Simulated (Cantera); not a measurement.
An adiabatic, constant-volume homogeneous reactor starts with H2 : O2 : N2 = 1 : 0.385 : 1.92 (molar parts), at 1823 K and 10.0 bar. Integrator tolerance rtol = 1e-08.

Model: GRI-Mech 3.0 (53 species, 325 reactions), integrated in Cantera. The hydrogen kinetics of GRI-Mech 3.0 are dated; newer H2 mechanisms differ, most at raised pressure. Above 3000 K some thermodynamic fits are extrapolated.

**Question.** What does this change do: initial temperature 1823 to 1100 K?

**Answer.** 
```csv
quantity,before,after
time of steepest temperature rise,0.668 µs,0.847 ms
temperature at 3.00 s,3245 K,2972 K
equilibrium temperature,3245 K,2972 K
x(H2) at 3.00 s,0.0920 (gas-phase equilibrium 0.0920),0.0820 (gas-phase equilibrium 0.0820)
x(O2) at 3.00 s,0.00316 (gas-phase equilibrium 0.00316),0.000640 (gas-phase equilibrium 0.000640)
x(NO2) at 3.00 s,1.69e-6 (gas-phase equilibrium 1.69e-6),3.71e-7 (gas-phase equilibrium 3.71e-7)
x(H2O2) at 3.00 s,1.19e-6 (gas-phase equilibrium 1.19e-6),5.13e-7 (gas-phase equilibrium 5.13e-7)
x(NO) at 3.00 s,0.00693 (gas-phase equilibrium 0.00693),0.00232 (gas-phase equilibrium 0.00232)
```

**Question.** What does this change do: O2 0.385 to 0.25 parts?

**Answer.** 
```
quantity                                                            before                                      after
---------------------------------  ---------------------------------------  -----------------------------------------
time of steepest temperature rise                                 0.668 µs                                   0.886 µs
temperature at 3.00 s                                               3245 K                                     2990 K
equilibrium temperature                                             3245 K                                     2990 K
x(H2) at 3.00 s                      0.0920 (gas-phase equilibrium 0.0920)        0.165 (gas-phase equilibrium 0.165)
x(O2) at 3.00 s                    0.00316 (gas-phase equilibrium 0.00316)  0.000120 (gas-phase equilibrium 0.000120)
x(NO2) at 3.00 s                   1.69e-6 (gas-phase equilibrium 1.69e-6)    5.56e-8 (gas-phase equilibrium 5.56e-8)
x(H2O2) at 3.00 s                  1.19e-6 (gas-phase equilibrium 1.19e-6)    1.18e-7 (gas-phase equilibrium 1.18e-7)
x(NO) at 3.00 s                    0.00693 (gas-phase equilibrium 0.00693)    0.00103 (gas-phase equilibrium 0.00103)
```
